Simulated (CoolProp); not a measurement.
Vapour pressure (bar) of c-C4F8 (RC318): the reference equation beside estimates from Tc = 388.4 K, pc = 27.78 bar, ω = 0.355.

The numbers come from the reference Helmholtz-energy equation of state, Platzer 1990 in CoolProp. This equation is an older, rougher fit; its heat capacities, sound speeds and derivatives of the liquid may be far off and weren't checked against measurements.

```json
[
 {"T (K)": "263.9", "reference": "0.8830", "Lee-Kesler": "0.8824", "Redlich-Kwong": "1.880", "Soave-Redlich-Kwong": "0.8822", "Peng-Robinson": "0.8851"},
 {"T (K)": "268", "reference": "1.048", "Lee-Kesler": "1.048", "Redlich-Kwong": "2.150", "Soave-Redlich-Kwong": "1.048", "Peng-Robinson": "1.049"},
 {"T (K)": "272.1", "reference": "1.237", "Lee-Kesler": "1.237", "Redlich-Kwong": "2.447", "Soave-Redlich-Kwong": "1.236", "Peng-Robinson": "1.235"},
 {"T (K)": "276.2", "reference": "1.451", "Lee-Kesler": "1.452", "Redlich-Kwong": "2.772", "Soave-Redlich-Kwong": "1.451", "Peng-Robinson": "1.446"},
 {"T (K)": "280.3", "reference": "1.693", "Lee-Kesler": "1.694", "Redlich-Kwong": "3.127", "Soave-Redlich-Kwong": "1.693", "Peng-Robinson": "1.685"},
 {"T (K)": "284.4", "reference": "1.964", "Lee-Kesler": "1.967", "Redlich-Kwong": "3.514", "Soave-Redlich-Kwong": "1.966", "Peng-Robinson": "1.953"},
 {"T (K)": "288.5", "reference": "2.268", "Lee-Kesler": "2.271", "Redlich-Kwong": "3.933", "Soave-Redlich-Kwong": "2.272", "Peng-Robinson": "2.254"},
 {"T (K)": "292.5", "reference": "2.598", "Lee-Kesler": "2.602", "Redlich-Kwong": "4.375", "Soave-Redlich-Kwong": "2.604", "Peng-Robinson": "2.580"},
 {"T (K)": "296.6", "reference": "2.973", "Lee-Kesler": "2.978", "Redlich-Kwong": "4.863", "Soave-Redlich-Kwong": "2.982", "Peng-Robinson": "2.952"},
 {"T (K)": "300.7", "reference": "3.388", "Lee-Kesler": "3.393", "Redlich-Kwong": "5.388", "Soave-Redlich-Kwong": "3.400", "Peng-Robinson": "3.363"},
 {"T (K)": "304.8", "reference": "3.845", "Lee-Kesler": "3.850", "Redlich-Kwong": "5.951", "Soave-Redlich-Kwong": "3.862", "Peng-Robinson": "3.817"}
]
```

Absolute difference from the reference over all 11 rows, mean and median: Lee-Kesler 0.1 and 0.1 %, Redlich-Kwong 80.9 and 78.9 %, Soave-Redlich-Kwong 0.2 and 0.1 %, Peng-Robinson 0.5 and 0.6 %.
